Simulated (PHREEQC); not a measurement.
Alkaline etch or developer (model solution)

Solution (76 °C): 0.2 mol/kgw NH3, 0.00028 mol/kgw NaAlO2 and 0.00013 mol/kgw (CH3)4NCl. Closed to the air; pH follows from the charge balance.

Model: ion-association model, phreeqc.dat, run in PHREEQC.

Each row changes one thing in this solution. This is a speciation only: nothing precipitates in the calculation.

| case | pH | ionic strength (mol/kgw) | NH4+ (mol/kgw) | Al(OH)3 (mol/kgw) | SI of Gibbsite (Al(OH)3) | SI of Halite (NaCl) |
|---|---|---|---|---|---|---|
| as made | 9.94 | 0.00240 | 0.00199 | 4.42e-9 | -0.98 | -9.10 |
| (CH3)4NCl replaced by AlCl3 at the same molality | 9.88 | 0.00255 | 0.00227 | 7.37e-9 | -0.75 | -8.62 |
| diluted 2-fold with water | 9.79 | 0.00160 | 0.00139 | 3.17e-9 | -1.12 | … |
| 0.012 mol/kgw NaCl added | 9.94 | … | 0.00216 | … | -1.01 | -5.55 |
| (CH3)4NCl replaced by BaCl2 at the same molality | 9.94 | 0.00267 | 0.00200 | … | -0.98 | -8.80 |
| (CH3)4NCl from 0.00013 to 0.00026 mol/kgw | 9.94 | 0.00253 | 0.00199 | 4.42e-9 | -0.98 | -8.80 |
| NH3 replaced by NH4Br at the same molality | 5.35 | 0.200 | 0.200 | 4.28e-5 | +3.03 | … |

**Question.** Fill in the missing entries.

**Answer.** 
- diluted 2-fold with water, SI of Halite (NaCl): -9.69
- 0.012 mol/kgw NaCl added, ionic strength (mol/kgw): 0.0146
- 0.012 mol/kgw NaCl added, Al(OH)3 (mol/kgw): 4.09e-9
- (CH3)4NCl replaced by BaCl2 at the same molality, Al(OH)3 (mol/kgw): 4.41e-9
- NH3 replaced by NH4Br at the same molality, SI of Halite (NaCl): -9.34

Species that the database lacks are ignored. Some of these states are supersaturated (in Al(OH)3(a), Gibbsite (slow to form), for instance). (CH3)4N+ isn't in the database: it is added as a free cation with an ion size of 4 Å. Away from 25 °C the constants follow the database's enthalpies or fits; those with neither stay at their 25 °C values.
